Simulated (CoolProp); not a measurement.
Vapour-liquid equilibrium of dimethyl ether (1) + R236EA (2) at 4.33 bar; x and y are mole fractions of (1).

Model: multi-fluid Helmholtz-energy mixture model, Wu 2011 and Rui 2013; pair parameters Bell 2016, in CoolProp.

Q: Give the bubble temperature and the first vapour's composition at x = 0.35, 0.55, 0.75. Is there an azeotrope?

A: x = 0.35: 44.0 °C, y = 0.459; x = 0.55: 36.6 °C, y = 0.742; x = 0.75: 26.1 °C, y = 0.926. No azeotrope shows between x = 0.05 and 0.95.

Pair parameters are fitted to limited data, so mixtures are less certain than the pure fluids.
